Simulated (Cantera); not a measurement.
Feed: 1 mol Na2SO4, 0.32 mol H2, at 1.50 Torr.

These are equilibrium values from Cantera (NASA tables, ideal gas, pure condensed phases), not measurements of a reactor. Candidate condensed phases: H2O, H2SO4, Na, NaOH, NaO2, Na2O, Na2O2, Na2S, Na2SO4, S; 27 gas species. Mutual solubility and eutectic melting of coexisting phases are not modelled. Gases not in the tables: S3 to S7. Rates play no part.

log p: log10 of the partial pressure in bar; n: condensed amount in mol.

```csv
T (K),log p H2O,log p Na,log p SO2,log p NaOH,log p H2,log p Na2SO4,log p S2,n Na2S(s),n Na2SO4(l)
1248,-2.77,-4.03,-4.22,-4.40,-3.94,-6.40,-5.81,0.0694,0.919
1273,-2.80,-3.83,-4.03,-4.26,-3.96,-6.17,-5.63,0.0660,0.915
1298,-2.84,(withheld),(withheld),(withheld),-4.00,(withheld),(withheld),(withheld),0.909
1323,-2.91,-3.44,-3.67,-4.02,-4.06,-5.74,-5.31,0.0494,0.897
1348,-3.03,-3.26,-3.50,-3.93,-4.17,-5.54,-5.16,0.0269,0.873
1373,-3.15,-3.16,-3.39,-3.88,-4.38,-5.34,-5.50,0,0.837
1398,-3.16,-3.16,-3.37,-3.81,-4.63,-5.16,-6.59,0,0.827
1423,-3.17,-3.17,-3.37,(withheld),(withheld),(withheld),(withheld),0,0.820
1448,-3.18,-3.18,-3.36,-3.67,-5.12,-4.81,-8.79,0,0.814
1473,-3.19,-3.19,-3.35,-3.61,-5.36,-4.64,-9.86,0,0.806
1498,-3.21,-3.21,-3.35,-3.56,-5.59,-4.48,-10.90,0,0.798
1523,-3.23,-3.23,-3.34,-3.51,-5.83,-4.33,-11.91,0,0.787
1548,-3.25,-3.24,-3.34,-3.46,-6.07,-4.18,-12.90,0,0.771
```

Question: Some entries are withheld; supply them.

Answer: 
- 1423, log p NaOH: -3.74
- 1423, log p H2: -4.87
- 1423, log p Na2SO4: -4.98
- 1423, log p S2: -7.70
- 1298, log p Na: -3.63
- 1298, log p SO2: -3.84
- 1298, log p NaOH: -4.13
- 1298, log p Na2SO4: -5.95
- 1298, log p S2: -5.46
- 1298, n Na2S(s): 0.0601
